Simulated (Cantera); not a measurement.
# Equilibrium for silicon oxide and oxynitride deposition: SiH₂Cl₂ + H₂O + NO

Feed: 1 mol SiH₂Cl₂, 0.12 mol H₂O, 4.2 mol NO, equilibrated at 47.0 Pa.

Cantera equilibrium calculation (NASA polynomials, part measured and part estimated; ideal gas, pure solids and liquids). Candidate condensed phases: H₂O, NH₄Cl, Si, SiO₂, Si₂N₂O, Si₃N₄; 47 gas species. The tables hold silica as quartz up to 1696 K and as liquid above; real silica turns to tridymite and cristobalite and melts near 1996 K. Rates play no part.

```csv
T (K),x N₂,x HCl,x O₂,x Cl,x H₂O,x Cl₂,x NO,x OH,n SiO₂(β-quartz)
1098,0.396,0.357,0.202,0.00566,0.0323,0.00690,5.80e-5,2.52e-6,1.00
1148,0.395,0.357,0.202,0.00892,0.0322,0.00520,8.96e-5,5.46e-6,1.00
1198,0.394,0.354,0.201,0.0133,0.0330,0.00386,0.000133,1.12e-5,1.00
1248,0.393,0.350,0.200,0.0187,0.0347,0.00282,0.000192,2.21e-5,1.00
1298,0.393,0.345,0.198,0.0253,0.0371,0.00203,0.000268,4.18e-5,1.00
1348,0.392,0.337,0.196,0.0330,0.0403,0.00145,0.000364,7.60e-5,1.00
1398,0.391,0.329,0.194,0.0415,0.0441,0.00103,0.000484,0.000133,1.00
1448,0.390,0.319,0.191,0.0509,0.0484,0.000737,0.000630,0.000226,1.00
```
x: gas mole fraction; n: condensed amount in mol.

From 1098 K to 1448 K the condensed part is SiO₂(β-quartz).
